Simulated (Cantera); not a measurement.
A perfectly stirred reactor is fed with NO : N2 = 1 : 16 (molar parts), at 101000 Pa; it is held at 2050 K, and followed from long to short residence time.

Cantera simulation using GRI-Mech 3.0 (53 species, 325 reactions); the numbers are that mechanism's predictions, not measurements.

x: mole fraction; the columns are a selection and need not sum to one.

```
τ (s)      x NO    x N2O       x O      x O2   x N2    x NO2
------  -------  -------  --------  --------  -----  -------
28      0.00648  2.29e-7  0.000157    0.0261  0.967  3.65e-6
5.1         ___      ___       ___       ___  0.962      ___
0.94     0.0401  9.10e-7   9.80e-5   0.00932  0.951  1.40e-5
0.17     0.0552  1.57e-6   5.22e-5   0.00177  0.943  1.01e-5
0.031    0.0582  1.72e-6   3.54e-5  0.000277  0.941  7.16e-6
0.0058   0.0587  1.67e-6   2.51e-5   3.40e-5  0.941  5.11e-6
0.0011   0.0588      ___       ___       ___  0.941      ___
```

Task: Complete the blanks.

Result: 
- 5.1, x NO: 0.0166
- 5.1, x N2O: 3.20e-7
- 5.1, x O: 0.000142
- 5.1, x O2: 0.0210
- 5.1, x NO2: 8.43e-6
- 0.0011, x N2O: 1.37e-6
- 0.0011, x O: 8.77e-6
- 0.0011, x O2: 1.52e-6
- 0.0011, x NO2: 1.76e-6
